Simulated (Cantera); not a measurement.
## Thermodynamics of roasting and sulfation, feed Na₂CO₃ + SO₃ + H₂O

Feed: 1 mol Na₂CO₃, 1.4 mol SO₃, 7.3 mol H₂O, at 10.0 Torr.

Equilibrium computed with Cantera from the NASA thermochemical tables; the gas is ideal and each condensed phase is pure. Candidate condensed phases: C, C₆H₆, C₇H₈, C₈H₁₈, H₂O, H₂SO₄, Na, NaOH, NaO₂, Na₂CO₃, Na₂O, Na₂O₂, Na₂S, Na₂SO₄, S; 131 gas species. Equilibrium is a limit: real reactors are often held back by kinetics, nucleation or transport.

At 1123 K the condensed part is Na₂SO₄(s). From 1223 K to 1623 K the condensed part is Na₂SO₄(l). From 1723 K to 1823 K nothing is condensed. The main Na-bearing gas is Na₂SO₄ at 1123 K and NaOH at 1823 K.

| T (K) | x H₂O | x SO₂ | x CO₂ | x NaOH | x Na | x O₂ | x Na₂SO₄ | n Na₂SO₄(s) | n Na₂SO₄(l) |
|---|---|---|---|---|---|---|---|---|---|
| 1123 | 0.820 | 0.0446 | 0.112 | 1.21e-7 | 8.50e-11 | 0.0223 | 1.32e-6 | 1.000 | 0 |
| 1223 | 0.820 | 0.0448 | 0.112 | 5.48e-6 | 1.86e-8 | 0.0224 | 1.71e-5 | 0 | 1.000 |
| 1323 | 0.820 | 0.0449 | 0.112 | 0.000133 | 1.71e-6 | 0.0224 | 0.000136 | 0 | 0.998 |
| 1423 | 0.816 | 0.0458 | 0.112 | 0.00198 | 8.00e-5 | 0.0229 | 0.000787 | 0 | 0.984 |
| 1523 | 0.786 | 0.0536 | 0.109 | 0.0181 | 0.00192 | 0.0272 | 0.00353 | 0 | 0.876 |
| 1623 | 0.647 | 0.0900 | 0.0944 | 0.0842 | 0.0201 | 0.0499 | 0.0129 | 0 | 0.311 |
| 1723 | 0.561 | 0.115 | 0.0842 | 0.108 | 0.0545 | 0.0708 | 0.00314 | 0 | 0 |
| 1823 | 0.556 | 0.115 | 0.0815 | 0.0825 | 0.0810 | 0.0773 | 0.000216 | 0 | 0 |
x: gas mole fraction; n: condensed amount in mol.
